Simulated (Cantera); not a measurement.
A closed system holds: 1 mol AlN, 0.063 mol I₂, 4.1 mol N₂, equilibrated at 900 K and 0.100 bar.

These are equilibrium values from Cantera (NASA tables, ideal gas, pure condensed phases), not measurements of a reactor. Candidate condensed phases: Al, AlI₃, AlN, I₂; 10 gas species. The numbers say what is thermodynamically allowed, not how fast it happens.

Base state: N₂ 0.986, AlI₃ 0.00559, I₂ 0.00459, I 0.00426 (mole fractions); condensed: AlN(s).

Q: What changes in the equilibrium state with this change: temperature from 900 K to 1248 K?

A: 
```tsv
species	before	after
N₂	0.986	0.972
I	0.00426	0.0266
AlI₃	0.00559	0.000719
I₂	0.00459	0.000573
AlN(s), mol	0.977	0.997
```
